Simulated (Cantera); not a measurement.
# Gas-phase reforming

An isothermal, constant-pressure homogeneous reactor starts with 64.5 % CH₄, 35.5 % H₂O, at 1625 K and 1.00 bar.

Detailed kinetics in Cantera: GRI-Mech 3.0 (53 species, 325 reactions). GRI-Mech 3.0 stops at C3 and has no aromatics, soot or wall deposition, so with more carbon than oxygen in the feed, carbon stays in small species such as C2H2 where larger ones or solid carbon would form.

```json
[
 {"t (s)": "0.000200", "x CH₄": "0.642", "x H₂O": "0.355", "x O": "4.03e-11", "x HCO": "2.49e-10", "x HO₂": "<1e-12", "x H₂": "0.00170"},
 {"t (s)": "0.000485", "x CH₄": "0.636", "x H₂O": "0.354", "x O": "7.26e-11", "x HCO": "1.14e-9", "x HO₂": "<1e-12", "x H₂": "0.00555"},
 {"t (s)": "0.00118", "x CH₄": "0.617", "x H₂O": "0.351", "x O": "1.10e-10", "x HCO": "3.26e-9", "x HO₂": "<1e-12", "x H₂": "0.0200"},
 {"t (s)": "0.00285", "x CH₄": "0.565", "x H₂O": "0.342", "x O": "9.63e-11", "x HCO": "3.82e-9", "x HO₂": "<1e-12", "x H₂": "0.0644"},
 {"t (s)": "0.00691", "x CH₄": "0.472", "x H₂O": "0.321", "x O": "5.82e-11", "x HCO": "2.54e-9", "x HO₂": "<1e-12", "x H₂": "0.151"},
 {"t (s)": "0.0168", "x CH₄": "0.352", "x H₂O": "0.292", "x O": "3.50e-11", "x HCO": "1.64e-9", "x HO₂": "<1e-12", "x H₂": "0.264"},
 {"t (s)": "0.0406", "x CH₄": "0.227", "x H₂O": "0.261", "x O": "2.34e-11", "x HCO": "1.10e-9", "x HO₂": "<1e-12", "x H₂": "0.382"},
 {"t (s)": "0.0985", "x CH₄": "0.126", "x H₂O": "0.231", "x O": "1.84e-11", "x HCO": "9.84e-10", "x HO₂": "<1e-12", "x H₂": "0.481"},
 {"t (s)": "0.239", "x CH₄": "0.0697", "x H₂O": "0.199", "x O": "1.65e-11", "x HCO": "1.56e-9", "x HO₂": "<1e-12", "x H₂": "0.547"},
 {"t (s)": "0.579", "x CH₄": "0.0529", "x H₂O": "0.156", "x O": "1.41e-11", "x HCO": "3.11e-9", "x HO₂": "<1e-12", "x H₂": "0.592"},
 {"t (s)": "1.40", "x CH₄": "0.0475", "x H₂O": "0.103", "x O": "1.03e-11", "x HCO": "5.53e-9", "x HO₂": "<1e-12", "x H₂": "0.637"},
 {"t (s)": "3.40", "x CH₄": "0.0420", "x H₂O": "0.0515", "x O": "5.83e-12", "x HCO": "8.22e-9", "x HO₂": "<1e-12", "x H₂": "0.679"},
 {"t (s)": "8.25", "x CH₄": "0.0374", "x H₂O": "0.0163", "x O": "2.05e-12", "x HCO": "1.03e-8", "x HO₂": "<1e-12", "x H₂": "0.709"},
 {"t (s)": "20.0", "x CH₄": "0.0353", "x H₂O": "0.00183", "x O": "<1e-12", "x HCO": "1.12e-8", "x HO₂": "<1e-12", "x H₂": "0.721"}
]
```
x: mole fraction; the columns are a selection and need not sum to one.

Equilibrium at this temperature and pressure: CH₄ 0.0350, H₂O 2.14e-6, O <1e-12, HCO 1.13e-8, HO₂ <1e-12, H₂ 0.723 (gas phase only).
